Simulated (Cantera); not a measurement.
Charge: 1 mol Si3N4, 0.041 mol N2O, 2.7 mol H2, equilibrated at 1850 K and 10.0 mbar.

Method: chemical equilibrium by Gibbs-energy minimisation in Cantera with the NASA 1993 tables (ideal gas, pure condensed phases). Candidate condensed phases: H2O, Si, SiO2, Si2N2O, Si3N4; 35 gas species. The tables' values for SiN are old estimates; treat these amounts as uncertain. Gases not in the tables: Si2H6 and higher silanes. Rates play no part.

Base state: H2 0.561, N2 0.426, SiO 0.00855, H 0.00404, Si 0.000645, SiH 4.79e-5, Si2N 2.46e-5, SiH2 2.37e-5 (mole fractions); condensed: Si(l).

Q: What changes in the equilibrium state with this change: temperature from 1850 K to 1323 K?

A: 
```tsv
species	before	after
H2	0.561	0.980
N2	0.426	0.0198
H	0.00404	1.57e-5
SiO	0.00855	1.08e-7
Si	0.000645	<1e-9
SiH	4.79e-5	<1e-9
Si(l), mol	2.96	0
Si2N2O(s), mol	0	0.0410
Si3N4(s), mol	0	0.973
```
Mutual solubility and eutectic melting of coexisting phases are not modelled.
